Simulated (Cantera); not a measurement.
# Ignition delay

Mixture: 12.7 % CO, 15.2 % H₂, 14.7 % O₂, 57.4 % N₂, equivalence ratio 0.95, at 4.93 atm, adiabatic and at constant pressure. Ignition delay is the time to a rise of 400 K.

Detailed kinetics in Cantera: GRI-Mech 3.0 (53 species, 325 reactions). The hydrogen kinetics of GRI-Mech 3.0 are dated; newer H2 mechanisms differ, most at raised pressure. Below about 950 K walls govern HO2 and H2O2 in real vessels.

| T0 (K) | delay (ms) |
|---|---|
| 873 | 202 |
| 948 | 20.9 |
| 1023 | 2.30 |
| 1098 | 0.178 |
| 1173 | 0.0256 |
| 1248 | 0.0115 |
| 1323 | 0.00723 |
| 1398 | 0.00518 |
| 1473 | 0.00403 |

* **apparent activation energy between 1323 and 1473 K**: 63 kJ/mol
